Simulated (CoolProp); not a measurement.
Properties of ethylbenzene along the isobar 181 bar (Tc = 617.1 K, pc = 36.22 bar, ω = 0.304).

Values from CoolProp's reference Helmholtz-energy equation of state, Zhou 2012.

```
T (K)   phase           Z  expansivity (1/kK)  conductivity (mW/(m K))
-----  ------  ----------  ------------------  -----------------------
438.5  liquid      0.6930               1.113                      104
452.9  liquid      0.6819          (withheld)                      102
467.2  liquid      0.6722               1.180                      100
481.6  liquid  (withheld)               1.218                     98.3
495.9  liquid      0.6558               1.260                     96.6
510.3  liquid      0.6492               1.305                     95.0
524.7  liquid      0.6436          (withheld)                     93.6
539    liquid      0.6390               1.407                     92.3
553.4  liquid      0.6353               1.465                     91.2
567.7  liquid      0.6327               1.527                     90.2
582.1  liquid      0.6311               1.594                     89.3
596.4  liquid      0.6305               1.667                     88.6
610.8  liquid      0.6309               1.747                     87.9
```

**Question.** Complete the blanks.

**Answer.** 
- 452.9, expansivity (1/kK): 1.145
- 481.6, Z: 0.6634
- 524.7, expansivity (1/kK): 1.354

Thermal conductivity comes from a separate model (Mylona 2014).
